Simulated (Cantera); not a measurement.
Input: 1 mol PbCl2, a varied amount of H2, equilibrated at 13300 Pa.

Equilibrium computed with Cantera from the NASA thermochemical tables; the gas is ideal and each condensed phase is pure. Candidate condensed phases: Pb, PbCl2; 10 gas species. Rates play no part.

### Question
What condenses at these points (T in K, n(H2) in mol): (1223, 47); (1273, 9); (1173, 47); (1223, 13); (1273, 47)?

### Answer
```csv
T (K),n(H2) in mol,condensed phases,Pb condensed (%)
1223,47,Pb,34.2
1273,9,Pb,34.5
1173,47,Pb,60.5
1223,13,Pb,51.3
1273,47,gas only,0.0
```
